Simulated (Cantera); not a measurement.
An isothermal, constant-pressure homogeneous reactor starts with NO : N2 = 1 : 0.7 (molar parts), at 1750 K and 100000 Pa. Integrator tolerance rtol = 1e-08.

Cantera simulation using GRI-Mech 3.0 (53 species, 325 reactions); the numbers are that mechanism's predictions, not measurements.

What does this change do: pressure from 100000 Pa to 1330 Pa?


| quantity | before | after |
|---|---|---|
| x(NO) at 10.0 s | 0.190 (gas-phase equilibrium 0.00391) | 0.571 (gas-phase equilibrium 0.00391) |
| x(O) at 10.0 s | 3.38e-5 (gas-phase equilibrium 4.07e-5) | 9.92e-5 (gas-phase equilibrium 0.000352) |
| x(O2) at 10.0 s | 0.199 (gas-phase equilibrium 0.292) | 0.00863 (gas-phase equilibrium 0.292) |
| x(NO2) at 10.0 s | 0.000516 (gas-phase equilibrium 1.29e-5) | 3.68e-5 (gas-phase equilibrium 1.48e-6) |
| x(N2O) at 10.0 s | 1.41e-5 (gas-phase equilibrium 2.14e-7) | 0.000109 (gas-phase equilibrium 2.47e-8) |
| x(N2) at 10.0 s | 0.611 (gas-phase equilibrium 0.704) | 0.420 (gas-phase equilibrium 0.704) |
Radical loss at walls, strong at low pressure, is not modelled.

What does this change do: pressure from 100000 Pa to 12000 Pa?


| quantity | before | after |
|---|---|---|
| x(NO) at 10.0 s | 0.190 (gas-phase equilibrium 0.00391) | 0.473 (gas-phase equilibrium 0.00391) |
| x(O) at 10.0 s | 3.38e-5 (gas-phase equilibrium 4.07e-5) | 5.62e-5 (gas-phase equilibrium 0.000117) |
| x(O2) at 10.0 s | 0.199 (gas-phase equilibrium 0.292) | 0.0574 (gas-phase equilibrium 0.292) |
| x(NO2) at 10.0 s | 0.000516 (gas-phase equilibrium 1.29e-5) | 0.000240 (gas-phase equilibrium 4.45e-6) |
| x(N2O) at 10.0 s | 1.41e-5 (gas-phase equilibrium 2.14e-7) | 8.04e-5 (gas-phase equilibrium 7.41e-8) |
| x(N2) at 10.0 s | 0.611 (gas-phase equilibrium 0.704) | 0.469 (gas-phase equilibrium 0.704) |
